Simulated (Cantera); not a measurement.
Cantera run, input and output.

```python
import numpy as np
import cantera as ct

gas = ct.Solution("gri30.yaml")
gas.TPX = 748, 170000, {'CH4': 1, 'O2': 2.41, 'N2': 9.06}
inlet = ct.Reservoir(gas, clone=True)
gas.equilibrate("HP")  # start burning
reactor = ct.IdealGasConstPressureReactor(gas, energy="on", clone=False)
exhaust = ct.Reservoir(gas, clone=True)
tau = [0.1, 0.056, 0.03, 0.016, 0.0088, 0.0047, 0.0026, 0.0014, 0.00074, 0.0004, 0.00022, 0.00012, 6.3e-05][0]
for a, b in ((inlet, reactor), (reactor, exhaust)):
    ct.MassFlowController(a, b, mdot=lambda t: reactor.mass / tau)
net = ct.ReactorNet([reactor])
show = ['CH4', 'O2', 'C2H2', 'NO', 'H']

rows = []
print(f"{'tau/s':>10s}{'T/K':>9s}" + "".join(f"{s:>11s}" for s in show))
for tau in [0.1, 0.056, 0.03, 0.016, 0.0088, 0.0047, 0.0026, 0.0014, 0.00074, 0.0004, 0.00022, 0.00012, 6.3e-05]:
    net.initial_time = 0.0
    net.advance(30 * tau)
    before = gas.X
    net.advance(40 * tau)
    drift = np.max(np.abs(gas.X - before) / (gas.X + 1e-9))
    rows.append([gas.T, *gas[show].X, drift])
    print(f"{tau:10.3e}{gas.T:9.1f}" + "".join(f"{x:11.3e}" for x in gas[show].X))
```

Result:

```
     tau/s      T/K        CH4         O2       C2H2         NO          H
 1.000e-01   2327.8  1.097e-06  3.210e-02  1.834e-11  4.097e-03  3.694e-04
 5.600e-02   2327.7  1.911e-06  3.255e-02  5.361e-11  3.292e-03  3.855e-04
 3.000e-02   2326.3  3.438e-06  3.309e-02  1.640e-10  2.408e-03  4.148e-04
 1.600e-02   2322.5  6.108e-06  3.366e-02  4.756e-10  1.647e-03  4.670e-04
 8.800e-03   2315.0  1.031e-05  3.423e-02  1.197e-09  1.110e-03  5.551e-04
 4.700e-03   2301.2  1.731e-05  3.495e-02  2.782e-09  7.287e-04  7.194e-04
 2.600e-03   2281.0  2.742e-05  3.582e-02  5.438e-09  4.923e-04  9.863e-04
 1.400e-03   2251.4  4.351e-05  3.700e-02  9.905e-09  3.276e-04  1.440e-03
 7.400e-04   2211.9  6.980e-05  3.852e-02  1.750e-08  2.152e-04  2.158e-03
 4.000e-04   2165.9  1.118e-04  4.030e-02  3.075e-08  1.441e-04  3.130e-03
 2.200e-04   2114.9  1.819e-04  4.238e-02  5.670e-08  9.843e-05  4.325e-03
 1.200e-04   2057.9  3.116e-04  4.503e-02  1.179e-07  6.713e-05  5.671e-03
 6.300e-05   1991.3  5.969e-04  4.901e-02  3.124e-07  4.357e-05  6.912e-03
```

Cantera simulation using GRI-Mech 3.0 (53 species, 325 reactions); the numbers are that mechanism's predictions, not measurements.
